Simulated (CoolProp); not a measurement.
Vapour-liquid equilibrium of cyclohexane (1) + benzene (2) at 34.55 °C; x and y are mole fractions of (1).

Computed with CoolProp (multi-fluid Helmholtz-energy mixture model, Zhou 2014 and Thol 2012; pair parameters Bell 2016).

| x | bubble pressure, mixture model (MPa) | bubble pressure, Raoult's law (MPa) | y, mixture model | y, Raoult's law |
|---|---|---|---|---|
| 0.05 | 0.02004 | 0.01942 | 0.078 | 0.051 |
| 0.2 | 0.02127 | 0.01947 | 0.252 | 0.202 |
| 0.35 | 0.02186 | 0.01951 | 0.382 | 0.354 |
| 0.5 | 0.02202 | 0.01956 | 0.497 | 0.504 |
| 0.65 | 0.02181 | 0.01961 | 0.617 | 0.654 |
| 0.8 | 0.02122 | 0.01965 | 0.755 | 0.802 |
| 0.95 | 0.02017 | 0.01970 | 0.929 | 0.951 |

The largest gap from Raoult's law is +12.6 % in bubble pressure, at x = 0.5. y crosses x between x = 0.35 and 0.5: the model has an azeotrope there.

Pair parameters are fitted to limited data, so mixtures are less certain than the pure fluids.
